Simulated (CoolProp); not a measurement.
Vapour-liquid equilibrium of acetone (1) + n-nonane (2) at 450.2 K; x and y are mole fractions of (1).

Values from CoolProp's multi-fluid Helmholtz-energy mixture model, Lemmon 2006 and Lemmon 2006; pair parameters Bell 2016.

Task: Give the bubble pressure and the first vapour's composition at x = 0.05, 0.55, 0.85. Is there an azeotrope?

Result: x = 0.05: 0.3369 MPa, y = 0.417; x = 0.55: 1.223 MPa, y = 0.863; x = 0.85: 1.634 MPa, y = 0.945. No azeotrope shows between x = 0.05 and 0.95.

The pair parameters rest on a limited set of measurements; away from them the model extrapolates.
